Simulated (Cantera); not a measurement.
# Gas activation for diamond growth

A perfectly stirred reactor is fed with CH4 : H2 : H = 0.021 : 1 : 0.042 (molar parts), at 100.0 Torr; it is held at 2075 K, and followed from long to short residence time.

Model: GRI-Mech 3.0 (53 species, 325 reactions), integrated in Cantera. GRI-Mech 3.0 stops at C3 and has no aromatics, soot or wall deposition, so with more carbon than oxygen in the feed, carbon stays in small species such as C2H2 where larger ones or solid carbon would form.

| τ (s) | x CH4 | x H2 | x H | x CH3 | x C2H | x C2H4 | x C2H6 |
|---|---|---|---|---|---|---|---|
| 6.2 | 0.000335 | 0.983 | 0.00732 | 4.85e-5 | 1.71e-6 | 5.68e-6 | 1.55e-9 |
| 1.9 | 0.000567 | 0.982 | 0.00736 | 8.27e-5 | 1.70e-6 | 5.68e-6 | 4.37e-9 |
| 0.57 | 0.000991 | 0.982 | 0.00746 | 0.000146 | 1.68e-6 | 5.78e-6 | 1.34e-8 |
| 0.18 | 0.00167 | 0.982 | 0.00765 | 0.000254 | 1.65e-6 | 6.26e-6 | 3.92e-8 |
| 0.053 | 0.00281 | 0.980 | 0.00807 | 0.000448 | 1.62e-6 | 8.03e-6 | 1.17e-7 |
| 0.016 | 0.00433 | 0.979 | 0.00889 | 0.000763 | 1.59e-6 | 1.29e-5 | 3.09e-7 |
| 0.0050 | 0.00598 | 0.976 | 0.0105 | 0.00124 | 1.60e-6 | 2.35e-5 | 6.97e-7 |
| 0.0015 | 0.00749 | 0.972 | 0.0133 | 0.00197 | 1.67e-6 | 4.39e-5 | 1.38e-6 |
| 0.00046 | 0.00874 | 0.967 | 0.0174 | 0.00299 | 1.68e-6 | 7.58e-5 | 2.39e-6 |
| 0.00014 | 0.00994 | 0.961 | 0.0222 | 0.00427 | 1.43e-6 | 0.000117 | 3.73e-6 |
x: mole fraction; the columns are a selection and need not sum to one.
